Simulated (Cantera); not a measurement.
Stirred combustor or abatement burner

A perfectly stirred reactor is fed with CH4 : H2 : O2 : N2 = 1 : 0.26 : 2.32 : 8.71 (molar parts), at 10.0 bar; it is adiabatic with a 700 K inlet, and is followed from long to short residence time, starting on the burning branch (τ in s: 0.041, 0.017, 0.0068, 0.0028, 0.0011, 0.00046, 0.00019, 7.7e-05, 3.1e-05, 1.3e-05, 5.2e-06).

Computed with Cantera and GRI-Mech 3.0 (53 species, 325 reactions).

```tsv
τ (s)	T (K)	x CH4	x H2	x O2	x H2O	x C2H4	x CH3	x CH2
0.041	2441	6.17e-7	0.00206	0.0156	0.180	7.04e-12	3.53e-7	2.59e-8
0.017	2441	1.46e-6	0.00208	0.0160	0.180	3.91e-11	8.36e-7	6.21e-8
0.0068	2441	3.53e-6	0.00214	0.0166	0.180	2.25e-10	2.02e-6	1.53e-7
0.0028	2438	8.14e-6	0.00228	0.0174	0.180	1.17e-9	4.66e-6	3.58e-7
0.0011	2429	1.90e-5	0.00262	0.0183	0.179	5.98e-9	1.08e-5	8.51e-7
0.00046	2410	4.01e-5	0.00324	0.0196	0.178	2.35e-8	2.21e-5	1.81e-6
0.00019	2376	8.14e-5	0.00428	0.0215	0.176	7.93e-8	4.29e-5	3.61e-6
7.7e-5	2325	0.000165	0.00583	0.0244	0.172	2.44e-7	8.12e-5	6.83e-6
3.1e-5	2254	0.000352	0.00786	0.0286	0.168	7.75e-7	0.000156	1.25e-5
1.3e-5	2159	0.000842	0.0103	0.0352	0.163	3.10e-6	0.000323	2.25e-5
5.2e-6	700	0.0814	0.0212	0.189	<1e-12	<1e-12	<1e-12	<1e-12
```
x: mole fraction; the columns are a selection and need not sum to one.
